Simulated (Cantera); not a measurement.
A freely propagating, adiabatic, planar premixed flame of CO : H2 : O2 : N2 = 1 : 0.11 : 0.396 : 1.49 (molar parts), unburnt at 325 K and 3830 Torr; mixture-averaged transport, grid criteria slope 0.08 and curve 0.16, no radiation.

Detailed kinetics in Cantera: GRI-Mech 3.0 (53 species, 325 reactions). The hydrogen kinetics of GRI-Mech 3.0 are dated; newer H2 mechanisms differ, most at raised pressure. Burning velocities carry a grid error of a few per cent, more on coarse grids.

**Question.** What does this change do: H2 0.11 to 0.083 parts?

**Answer.** 
```tsv
quantity	before	after
laminar burning velocity	61.6 cm/s	54.0 cm/s
thermal thickness	0.0925 mm	0.101 mm
peak x(HO2)	0.000580	0.000531
```
